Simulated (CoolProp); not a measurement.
Values from CoolProp's reference Helmholtz-energy equation of state, Thol 2014.

Problem. Give the vapour pressure (MPa), liquid density (kg/m³), vapour density (kg/m³), surface tension (mN/m) of saturated chloromethane (R40) at 59.95, 70.15, 83.75 °C.

Solution. 
```
T (°C)  p (MPa)  liquid density (kg/m³)  vapour density (kg/m³)  surface tension (mN/m)
------  -------  ----------------------  ----------------------  ----------------------
59.95      1.42                     835                    32.2                    10.0
70.15      1.79                     810                    40.7                    8.56
83.75      2.37                     773                    55.2                    6.66
```

Surface tension comes from a separate correlation (Mulero 2014).
